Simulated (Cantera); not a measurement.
# Hydrocarbon pyrolysis for carbon deposition

A perfectly stirred reactor is fed with CH4 : N2 = 1 : 28 (molar parts), at 0.0132 atm; it is held at 1548 K, and followed from long to short residence time.

Computed with Cantera and GRI-Mech 3.0 (53 species, 325 reactions). GRI-Mech 3.0 stops at C3 and has no aromatics, soot or wall deposition, so with more carbon than oxygen in the feed, carbon stays in small species such as C2H2 where larger ones or solid carbon would form. Radical loss at walls, strong at low pressure, is not modelled.

```json
[
 {"τ (s)": "0.82", "x CH4": "0.0286", "x C2H6": "8.71e-6", "x C2H4": "0.000673", "x C2H": "2.84e-9", "x CH2": "8.54e-8"},
 {"τ (s)": "0.39", "x CH4": "0.0324", "x C2H6": "6.35e-6", "x C2H4": "0.000439", "x C2H": "6.64e-10", "x CH2": "5.50e-8"},
 {"τ (s)": "0.18", "x CH4": "0.0340", "x C2H6": "2.22e-6", "x C2H4": "0.000105", "x C2H": "7.18e-11", "x CH2": "1.96e-8"},
 {"τ (s)": "0.085", "x CH4": "0.0344", "x C2H6": "5.28e-7", "x C2H4": "1.47e-5", "x C2H": "6.98e-12", "x CH2": "5.18e-9"},
 {"τ (s)": "0.040", "x CH4": "0.0344", "x C2H6": "1.08e-7", "x C2H4": "1.71e-6", "x C2H": "<1e-12", "x CH2": "1.24e-9"},
 {"τ (s)": "0.019", "x CH4": "0.0345", "x C2H6": "2.04e-8", "x C2H4": "1.91e-7", "x C2H": "<1e-12", "x CH2": "2.99e-10"},
 {"τ (s)": "0.0089", "x CH4": "0.0345", "x C2H6": "3.25e-9", "x C2H4": "1.98e-8", "x C2H": "<1e-12", "x CH2": "7.20e-11"},
 {"τ (s)": "0.0042", "x CH4": "0.0345", "x C2H6": "4.54e-10", "x C2H4": "2.06e-9", "x C2H": "<1e-12", "x CH2": "1.85e-11"},
 {"τ (s)": "0.0020", "x CH4": "0.0345", "x C2H6": "5.70e-11", "x C2H4": "2.15e-10", "x C2H": "<1e-12", "x CH2": "5.14e-12"},
 {"τ (s)": "0.00093", "x CH4": "0.0345", "x C2H6": "6.02e-12", "x C2H4": "1.98e-11", "x C2H": "<1e-12", "x CH2": "1.41e-12"},
 {"τ (s)": "0.00044", "x CH4": "0.0345", "x C2H6": "<1e-12", "x C2H4": "1.79e-12", "x C2H": "<1e-12", "x CH2": "<1e-12"}
]
```
x: mole fraction; the columns are a selection and need not sum to one.
